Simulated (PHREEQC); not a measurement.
KOH is added in steps, without added water, to 1 kg of water holding 37 mmol/kgw CuSO4, 0.49 mmol/kgw CuCl2, 140 mmol/kgw NaF and 26 mmol/kgw NaCl, at 25 °C. Oxygen is held at 0.21 atm. No CO2 enters from the air. No solid was allowed to form.

Base run: PHREEQC, ion-association model, wateq4f.dat. Each further column changes one thing. The table gives Cu+2 (mol/kgw).

| KOH added (mol) | base | diluted 10-fold with water | diluted 5-fold with water | CuCl2 from 0.00049 to 0.000539 mol/kgw | solids may form |
|---|---|---|---|---|---|
| 0 | 0.0179 | 0.00279 | 0.00500 | 0.0179 | 0.0149 |
| 0.007969 | 0.0142 | 2.13e-10 | 0.000700 | 0.0142 | 0.0130 |
| 0.01594 | 0.0104 | 7.00e-13 | 1.46e-10 | 0.0105 | 0.0104 |
| 0.02656 | 0.00562 | 1.41e-13 | 1.01e-12 | 0.00564 | 0.00695 |
| 0.03453 | 0.00257 | 6.95e-14 | 3.56e-13 | 0.00259 | 0.00445 |
| 0.0425 | 0.000903 | 4.04e-14 | 1.77e-13 | 0.000910 | 0.00204 |
| 0.05047 | 0.000365 | 2.57e-14 | 1.03e-13 | 0.000367 | 0.000864 |
| 0.05844 | 0.000162 | 1.74e-14 | 6.58e-14 | 0.000164 | 1.40e-8 |
| 0.06906 | 3.94e-5 | 1.10e-14 | 3.94e-14 | 4.01e-5 | 1.23e-8 |
| 0.07703 | 4.84e-10 | 0 | 2.81e-14 | 5.35e-10 | 7.24e-14 |
| 0.085 | 2.22e-11 | 0 | 2.05e-14 | 2.27e-11 | 0 |

In at least one series the solution becomes supersaturated in solids that the run did not let form, among them Cu(OH)2, Brochantite, Antlerite, Atacamite, CuF2:2H2O. The database's constant for dissolved Cu(OH)2 is higher than later reviews accept. Solids allowed in the column 'solids may form': Cu(OH)2, Brochantite, Antlerite, Atacamite, Halite, Mirabilite, Chalcanthite, CuF2:2H2O.
